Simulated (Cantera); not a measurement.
A freely propagating, adiabatic, planar premixed flame of H2 : O2 : N2 : H2O = 1 : 0.333 : 1.25 : 0.076 (molar parts), unburnt at 373 K and 26000 Pa; mixture-averaged transport, grid criteria slope 0.08 and curve 0.16, no radiation.

Computed with Cantera and the H2/O2 subset of GRI-Mech 3.0, which has no nitrogen chemistry. Burning velocities carry a grid error of a few per cent, more on coarse grids.

How do the results move with these cheaper or finer settings: unity-Lewis-number transport; multicomponent transport; multicomponent+Soret transport; grid criteria slope 0.5, curve 1; grid criteria slope 0.25, curve 0.5; grid criteria slope 0.03, curve 0.06?


```tsv
setting	laminar burning velocity	thermal thickness	peak x(HO2)	peak x(OH)	grid points
as above	354 cm/s	2.13 mm	0.000204	0.00864	131
unity-Lewis-number transport	210 cm/s	1.76 mm	0.000150	0.00851	118
multicomponent transport	346 cm/s	2.14 mm	0.000203	0.00861	132
multicomponent+Soret transport	330 cm/s	2.08 mm	0.000205	0.00864	131
grid criteria slope 0.5, curve 1	384 cm/s	2.75 mm	0.000195	0.00965	41
grid criteria slope 0.25, curve 0.5	364 cm/s	2.33 mm	0.000197	0.00907	65
grid criteria slope 0.03, curve 0.06	353 cm/s	2.08 mm	0.000206	0.00854	309
```
Unity Lewis numbers drop preferential diffusion, which matters most where H2 and H carry the flame; Soret adds thermal diffusion.
